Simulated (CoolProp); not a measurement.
Vapour-liquid equilibrium of R152A (1) + isobutene (2) at 0.00217 MPa; x and y are mole fractions of (1).

Values from CoolProp's multi-fluid Helmholtz-energy mixture model, Outcalt 1996 and Lemmon 2005; pair parameters Bell 2016.

```tsv
x	bubble temperature (K)	y at the bubble point	dew temperature at overall composition x (K)	liquid density (mol/L)
0.05	192.1	0.357	196.4	12.73
0.15	188.0	0.582	195.2	13.13
0.25	186.5	0.653	193.8	13.50
0.35	186.0	?	192.3	13.89
0.45	185.7	0.695	190.6	14.30
0.55	185.6	0.704	188.7	14.73
0.65	185.6	0.715	186.6	15.21
0.75	185.5	0.737	185.6	15.72
0.85	185.7	0.785	186.1	16.27
0.95	186.3	?	186.7	?
```

Problem. Some entries are withheld; supply them.

Solution. 
- 0.35, y at the bubble point: 0.681
- 0.95, y at the bubble point: 0.894
- 0.95, liquid density (mol/L): 16.85

y crosses x between x = 0.65 and 0.75: the model has an azeotrope there.

The pair parameters rest on a limited set of measurements; away from them the model extrapolates.
